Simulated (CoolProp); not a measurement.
Propylene along the isobar 2810 kPa: density (kg/m³) from the reference equation and from simpler models built on Tc = 364.2 K, pc = 4555 kPa, ω = 0.146; each cubic takes its own stable root.

The numbers come from the reference Helmholtz-energy equation of state, Lemmon 2013 in CoolProp.

```json
[
 {"T (K)": "138.9", "phase": "liquid", "reference": "711.4"},
 {"T (K)": "152.5", "phase": "liquid", "reference": "696.4"},
 {"T (K)": "166.1", "phase": "liquid", "reference": "681.3"},
 {"T (K)": "179.7", "phase": "liquid", "reference": "666.2"},
 {"T (K)": "193.3", "phase": "liquid", "reference": "650.8"},
 {"T (K)": "206.9", "phase": "liquid", "reference": "635.2"},
 {"T (K)": "220.5", "phase": "liquid", "reference": "619.1"},
 {"T (K)": "234.1", "phase": "liquid", "reference": "602.6"},
 {"T (K)": "247.7", "phase": "liquid", "reference": "585.4"},
 {"T (K)": "261.3", "phase": "liquid", "reference": "567.4"},
 {"T (K)": "274.9", "phase": "liquid", "reference": "548.2"},
 {"T (K)": "288.5", "phase": "liquid", "reference": "527.6"},
 {"T (K)": "302.2", "phase": "liquid", "reference": "504.7"},
 {"T (K)": "315.8", "phase": "liquid", "reference": "478.7"},
 {"T (K)": "329.4", "phase": "liquid", "reference": "446.9"},
 {"T (K)": "343", "phase": "gas", "reference": "63.63"}
]
```

Task: How far does each simpler model (van der Waals, Redlich-Kwong, Soave-Redlich-Kwong, Peng-Robinson) lie from the reference over these 16 states: mean and median of the absolute difference, and the worst?

Result: 
- van der Waals: mean 38.1 %, median 36.6 %, worst -85.6 % at 329.4 K and 2810 kPa
- Redlich-Kwong: mean 8.3 %, median 7.4 %, worst -15.6 % at 329.4 K and 2810 kPa
- Soave-Redlich-Kwong: mean 7.0 %, median 6.5 %, worst -12.9 % at 329.4 K and 2810 kPa
- Peng-Robinson: mean 4.5 %, median 5.1 %, worst +6.3 % at 234.1 K and 2810 kPa

At some of these states van der Waals gives the other phase, because its saturation line lies elsewhere.
